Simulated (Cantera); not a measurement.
Feed: 1 mol MgO, 76 mol HCl, 5.7 mol H2, held at 1.33 mbar.

Method: chemical equilibrium by Gibbs-energy minimisation in Cantera with the NASA 1993 tables (ideal gas, pure condensed phases). Candidate condensed phases: H2O, Mg, MgCl2, MgO, Mg(OH)2; 22 gas species. Equilibrium is a limit: real reactors are often held back by kinetics, nucleation or transport. All values below are at 1152 °C.

Base state: HCl 0.905, H2 0.0700, H2O 0.0122, MgCl2 0.0122, Cl 0.000523, H 4.94e-5 (mole fractions); condensed: gas only.

Task: What changes in the equilibrium state with this change: H2 from 5.7 to 1.2 mol?

Result: 
| species | before | after |
|---|---|---|
| HCl | 0.905 | 0.957 |
| H2 | 0.0700 | 0.0161 |
| MgCl2 | 0.0122 | 0.0129 |
| H2O | 0.0122 | 0.0129 |
| Cl | 0.000523 | 0.00115 |
| H | 4.94e-5 | 2.37e-5 |
